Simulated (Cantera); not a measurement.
Feed: 1 mol Fe3O4, 13 mol CO, 4.5 mol H2, at 10.0 mbar.

Cantera equilibrium calculation (NASA polynomials, part measured and part estimated; ideal gas, pure solids and liquids). Candidate condensed phases: C, C6H6, C7H8, C8H18, Fe, Fe(CO)5, FeO, Fe(OH)2, Fe(OH)3, Fe2O3, Fe3O4, H2O; 114 gas species. Each liquid is taken as pure. Mutual solubility and eutectic melting of coexisting phases are not modelled. The tables' stoichiometric FeO is somewhat more stable than real wüstite, so its field is too wide. FeO: taken at fixed stoichiometry. Kinetics and transport are ignored.

Q: Which condensed phases are stable at each of these points (T (K)): 1575, 1625, 1675, 1725, 1775, 1825, 1875, 1925, 1975, 2025, 2075, 2125, 2175, 2225?

A: 
```tsv
T (K)	condensed phases	Fe condensed (%)
1575	Fe(γ) + FeO(s)	100.0
1625	Fe(γ) + FeO(s)	99.9
1675	Fe(δ) + FeO(l)	99.8
1725	Fe(δ) + FeO(l)	99.4
1775	Fe(δ) + FeO(l)	98.8
1825	Fe(l) + FeO(l)	97.5
1875	Fe(l) + FeO(l)	95.2
1925	Fe(l) + FeO(l)	90.9
1975	Fe(l) + FeO(l)	83.3
2025	Fe(l) + FeO(l)	70.1
2075	Fe(l) + FeO(l)	46.9
2125	FeO(l)	29.1
2175	FeO(l)	8.0
2225	gas only	0.0
```

From 1575 K to 1625 K the condensed part is Fe(γ) + FeO(s). From 1675 K to 1775 K the condensed part is Fe(δ) + FeO(l). From 1825 K to 2075 K the condensed part is Fe(l) + FeO(l). From 2125 K to 2175 K the condensed part is FeO(l). At 2225 K nothing is condensed.
